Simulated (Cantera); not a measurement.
A perfectly stirred reactor is fed with CO : O2 : H2O : N2 = 0.0092 : 0.0045 : 0.0024 : 1 (molar parts), equivalence ratio 1.0, at 740000 Pa; it is held at 1500 K, and followed from long to short residence time.

Computed with Cantera and GRI-Mech 3.0 (53 species, 325 reactions).

Q: Predict: x(CO) at τ = 17.0 s; x(O2) at τ = 17.0 s; x(H2O) at τ = 17.0 s; x(HO2) at τ = 17.0 s; x(CO) at τ = 0.340 s; x(O2) at τ = 0.340 s; x(H2O) at τ = 0.340 s; x(HO2) at τ = 0.340 s; x(H2O2) at τ = 0.340 s.

A: 
```json
{
  "x(CO) at τ = 17.0 s": "0.000212",
  "x(O2) at τ = 17.0 s": "1.48e-5",
  "x(H2O) at τ = 17.0 s": "0.00235",
  "x(HO2) at τ = 17.0 s": "5.53e-9",
  "x(CO) at τ = 0.340 s": "0.000423",
  "x(O2) at τ = 0.340 s": "0.000124",
  "x(H2O) at τ = 0.340 s": "0.00233",
  "x(HO2) at τ = 0.340 s": "1.07e-7",
  "x(H2O2) at τ = 0.340 s": "2.06e-9"
}
```
